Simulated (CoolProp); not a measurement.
Vapour-liquid equilibrium of ethylene (1) + n-butane (2) at -11.65 °C; x and y are mole fractions of (1).

Model: multi-fluid Helmholtz-energy mixture model, Smukala 2000 and Bücker 2006; pair parameters Bell 2016, in CoolProp.

Task: Give the bubble pressure and the first vapour's composition at x = 0.275, 0.425, 0.65. Is there an azeotrope?

Result: x = 0.275: 0.7607 MPa, y = 0.917; x = 0.425: 1.106 MPa, y = 0.947; x = 0.65: 1.739 MPa, y = 0.973. No azeotrope shows between x = 0.05 and 0.95.

Pair parameters are fitted to limited data, so mixtures are less certain than the pure fluids. The gap from Raoult's law changes sign with composition, which may be real or a fault of the pair parameters; it wasn't checked against measurements.
